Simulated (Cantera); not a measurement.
Input (Python, Cantera):

```python
import numpy as np
import cantera as ct

surf = ct.Interface("ptcombust.yaml", "Pt_surf")
gas = surf.adjacent["gas"]
gas.TPX = 300, 11000, {'H2': 0.013, 'O2': 0.07, 'N2': 0.79}
jet = ct.ImpingingJet(gas=gas, width=0.031, surface=surf)
jet.inlet.mdot, jet.inlet.T, jet.inlet.X = 0.082, 300, {'H2': 0.013, 'O2': 0.07, 'N2': 0.79}
jet.set_refine_criteria(ratio=10, slope=0.2, curve=0.3)
show, cover = ['H2', 'O2', 'H2O', 'OH'], ["PT(S)", "H(S)", "O(S)", "OH(S)", "CO(S)", "C(S)"]

rows = []
print(f"{'Ts/K':>7s}" + "".join(f"{s:>11s}" for s in show + cover) + "   (gas at the wall, coverages)")
for i, Ts in enumerate([600, 650, 700, 750, 800]):
    jet.surface.T = Ts
    if i == 0:
        surf.TP = Ts, 11000
        surf.coverages = "PT(S):0.5, O(S):0.5"
        surf.advance_coverages(1.0)
        jet.set_initial_guess(products="inlet")
    jet.solve(loglevel=0, auto=(i == 0))
    rows.append([*(jet.X[gas.species_index(s), -1] for s in show), *surf[cover].coverages])
    print(f"{Ts:7g}" + "".join(f"{x:11.3e}" for x in rows[-1]))
```

Result:

```
   Ts/K         H2         O2        H2O         OH      PT(S)       H(S)       O(S)      OH(S)      CO(S)       C(S)   (gas at the wall, coverages)
    600  1.943e-03  6.635e-02  2.506e-02  8.823e-13  4.813e-02  1.086e-09  9.470e-01  4.901e-03 -1.514e-20  5.802e-32
    650  1.923e-03  6.639e-02  2.490e-02  1.134e-11  5.088e-02  1.644e-09  9.458e-01  3.294e-03  1.635e-16 -1.527e-26
    700  1.814e-03  6.632e-02  2.494e-02  9.836e-11  5.669e-02  2.859e-09  9.409e-01  2.400e-03  7.487e-19  9.011e-26
    750  1.490e-03  6.602e-02  2.541e-02  5.959e-10  7.356e-02  6.329e-09  9.245e-01  1.978e-03  5.886e-19 -3.827e-30
    800  1.079e-03  6.563e-02  2.605e-02  2.687e-09  1.081e-01  1.689e-08  8.901e-01  1.789e-03  1.696e-18  2.710e-27
```

Model: Deutschmann's 1995 Pt surface mechanism with GRI-Mech 3.0 gas chemistry, integrated in Cantera. Catalytic surfaces can have several steady states; this one follows from the mechanism file's or the stated starting coverage.
